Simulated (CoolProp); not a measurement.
A single-stage vapour-compression cycle with R227EA: evaporating at 306.15 K (dew point), condensing at 345.15 K (bubble point), superheat 10 K, subcooling 2 K, compressor efficiency 0.9, no pressure losses. Each further row changes one setting.

Computed with CoolProp (reference Helmholtz-energy equation of state, Lemmon 2016).

```csv
case,cooling COP,pressure ratio,discharge temperature (K),refrigerating effect (kJ/kg),volumetric capacity (kJ/m³)
as stated,4.95,2.70,347.3,68.5,2980
evaporating temperature 311.15 K,[?],2.34,[?],71.7,3600
condensing temperature 340.15 K,6.09,2.41,343.0,75.4,3280
subcooling 7 K,5.46,2.70,347.3,75.5,3280
superheat 20 K,5.26,2.70,355.9,77.7,3210
compressor efficiency 0.8,4.40,2.70,[?],68.5,2980
```

Q: Fill in the missing entries.

A: 
- evaporating temperature 311.15 K, cooling COP: 6.04
- evaporating temperature 311.15 K, discharge temperature (K): 348.3
- compressor efficiency 0.8, discharge temperature (K): 348.7
